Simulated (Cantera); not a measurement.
NO annealing gas

An isothermal, constant-pressure homogeneous reactor starts with 14.7 % NO, 85.3 % N2, at 1925 K and 18.8 Torr.

Model: GRI-Mech 3.0 (53 species, 325 reactions), integrated in Cantera. Radical loss at walls, strong at low pressure, is not modelled.

```
t (s)        x NO     x NO2       x O      x O2    x N2O
--------  -------  --------  --------  --------  -------
0.000200    0.147  6.29e-11   7.15e-8  2.74e-11  7.11e-8
0.000796    0.147  9.61e-10   2.87e-7  4.36e-10  2.80e-7
0.00317     0.147   1.33e-8   1.18e-6   7.08e-9  1.07e-6
0.0126      0.147   1.40e-7   5.26e-6   1.24e-7  3.60e-6
0.0502      0.147   9.33e-7   2.62e-5   2.60e-6  8.09e-6
0.200       0.147   3.14e-6   9.57e-5   5.58e-5  9.13e-6
0.796       0.146   4.35e-6  0.000139  0.000526  8.75e-6
3.17        0.141   5.89e-6  0.000178   0.00268  8.05e-6
12.6        0.121   9.38e-6  0.000295    0.0128  5.54e-6
50.2       0.0501   7.42e-6  0.000522    0.0482  8.70e-7
200       0.00509   9.17e-7  0.000622    0.0706  4.12e-8
```
x: mole fraction; the columns are a selection and need not sum to one.

Equilibrium at this temperature and pressure: NO 0.00391, NO2 7.08e-7, O 0.000625, O2 0.0712, N2O 3.79e-8 (gas phase only).
